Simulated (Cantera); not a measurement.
Charge: 1 mol CH3F, 0.21 mol HCl, 1 mol H2, held at 2402 °C and 15.0 mbar.

These are equilibrium values from Cantera (NASA tables, ideal gas, pure condensed phases), not measurements of a reactor. Candidate condensed phases: C, C6H6, C7H8, C8H18; 118 gas species. Kinetics and transport are ignored.

Base state: H2 0.400, H 0.267, HF 0.266, HCl 0.0383, Cl 0.0178, C2H2 (acetylene) 0.00862, C2H 0.000583, F 0.000568 (mole fractions); condensed: C(graphite).

**Question.** What changes in the equilibrium state with this change: pressure from 15.0 mbar to 58.0 mbar?

**Answer.** 
| species | before | after |
|---|---|---|
| H2 | 0.400 | 0.492 |
| HF | 0.266 | 0.286 |
| H | 0.267 | 0.150 |
| Cl | 0.0178 | 0.0106 |
| HCl | 0.0383 | 0.0496 |
| C2H2 (acetylene) | 0.00862 | 0.0106 |
| C2 | 4.00e-5 | 1.03e-5 |
| C3 | 0.000420 | 0.000109 |
| C | 0.000105 | 2.71e-5 |
| F | 0.000568 | 0.000280 |
| CF | 3.06e-5 | 1.51e-5 |
| C(graphite), mol | 0.924 | 0.921 |
